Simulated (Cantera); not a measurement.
Equilibrium for roasting and sulfation: FeS + O2 + N2

Feed: 1 mol FeS, 0.53 mol O2, 3 mol N2, equilibrated at 0.0260 bar.

Cantera equilibrium calculation (NASA polynomials, part measured and part estimated; ideal gas, pure solids and liquids). Candidate condensed phases: Fe, FeO, FeS, FeSO4, FeS2, Fe2O3, Fe2(SO4)3, Fe3O4, S; 19 gas species. Mutual solubility and eutectic melting of coexisting phases are not modelled. FeS: taken at fixed stoichiometry. Gases not in the tables: S3 to S7. Kinetics and transport are ignored.

```json
[
 {"T (°C)": "477", "x N2": "0.953", "x SO2": "0.0466", "x S2": "0.000552", "x S2O": "2.13e-5", "x SO": "4.13e-8", "x S": "<1e-12", "x SO3": "5.00e-11", "n FeS2(s)": "0.425", "n Fe3O4(s)": "0.192", "n FeS(s)": "0"},
 {"T (°C)": "527", "x N2": "0.904", "x SO2": "0.0938", "x S2": "0.00241", "x S2O": "8.77e-5", "x SO": "2.87e-7", "x S": "3.22e-12", "x SO3": "2.26e-10", "n FeS2(s)": "0", "n Fe3O4(s)": "0.109", "n FeS(s)": "0.672"},
 {"T (°C)": "577", "x N2": "0.904", "x SO2": "0.0930", "x S2": "0.00333", "x S2O": "0.000108", "x SO": "9.10e-7", "x S": "2.54e-11", "x SO3": "4.28e-10", "n FeS2(s)": "0", "n Fe3O4(s)": "0.111", "n FeS(s)": "0.668"},
 {"T (°C)": "627", "x N2": "0.903", "x SO2": "0.0920", "x S2": "0.00447", "x S2O": "0.000129", "x SO": "2.53e-6", "x S": "1.60e-10", "x SO3": "7.51e-10", "n FeS2(s)": "0", "n Fe3O4(s)": "0.112", "n FeS(s)": "0.664"},
 {"T (°C)": "677", "x N2": "0.903", "x SO2": "0.0909", "x S2": "0.00582", "x S2O": "0.000152", "x SO": "6.33e-6", "x S": "8.34e-10", "x SO3": "1.24e-9", "n FeS2(s)": "0", "n Fe3O4(s)": "0.114", "n FeS(s)": "0.658"},
 {"T (°C)": "727", "x N2": "0.903", "x SO2": "0.0896", "x S2": "0.00738", "x S2O": "0.000176", "x SO": "1.44e-5", "x S": "3.69e-9", "x SO3": "1.93e-9", "n FeS2(s)": "0", "n Fe3O4(s)": "0.116", "n FeS(s)": "0.652"},
 {"T (°C)": "777", "x N2": "0.903", "x SO2": "0.0881", "x S2": "0.00914", "x S2O": "0.000201", "x SO": "3.02e-5", "x S": "1.41e-8", "x SO3": "2.88e-9", "n FeS2(s)": "0", "n Fe3O4(s)": "0.118", "n FeS(s)": "0.645"},
 {"T (°C)": "827", "x N2": "0.902", "x SO2": "0.0865", "x S2": "0.0111", "x S2O": "0.000225", "x SO": "5.92e-5", "x S": "4.80e-8", "x SO3": "4.12e-9", "n FeS2(s)": "0", "n Fe3O4(s)": "0.121", "n FeS(s)": "0.637"}
]
```
x: gas mole fraction; n: condensed amount in mol.

At 477 °C the condensed part is FeS2(s) + Fe3O4(s). From 527 °C to 827 °C the condensed part is FeS(s) + Fe3O4(s).
